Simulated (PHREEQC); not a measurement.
Dissolve 0.009 mol ZnSO4, 0.0036 mol NaOH and 0.0037 mol HCl per kg of water at 25 °C. Closed to the air; pH follows from the charge balance.

The numbers come from PHREEQC with the ion-association model, phreeqc.dat.

This is a speciation only: nothing precipitates in the calculation.

Q: Predict the pH, specific conductance, ionic strength.

A: pH 4.18; specific conductance 1760 µS/cm; ionic strength 0.0287 mol/kgw.

Q: In which forms is Zn present?

A: Zn+2 70 %, ZnSO4 28 %, Zn(SO4)2-2 1.4 % of the Zn.
